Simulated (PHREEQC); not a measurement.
Solution A (0.0085 mol/kgw H3PO4) is mixed with solution B (3.5 mmol/kgw NaHS) at 35 °C; shares are by mass of water, 1 kg in all. No oxygen is let in. The system is closed to CO2. No solid was allowed to form.

The numbers come from PHREEQC with the ion-association model, phreeqc.dat.

```csv
share of solution B,pH,HS- (mol/kgw),H2S (mol/kgw)
0,2.33,0,0
0.1,2.39,1.39e-8,0.000350
0.2,2.46,3.25e-8,?
0.3,2.54,?,?
0.4,2.65,1.00e-7,0.00140
0.5,?,?,0.00175
0.6,3.07,3.93e-7,0.00210
0.7,4.13,5.22e-6,0.00244
0.8,6.41,0.000814,0.00199
0.9,6.99,0.00193,0.00122
1,8.98,0.00348,2.25e-5
```

### Question
Complete the blanks.

### Answer

- 0.2, H2S (mol/kgw): 0.000700
- 0.3, HS- (mol/kgw): 5.89e-8
- 0.3, H2S (mol/kgw): 0.00105
- 0.5, pH: 2.80
- 0.5, HS- (mol/kgw): 1.79e-7

Species that the database lacks are ignored.
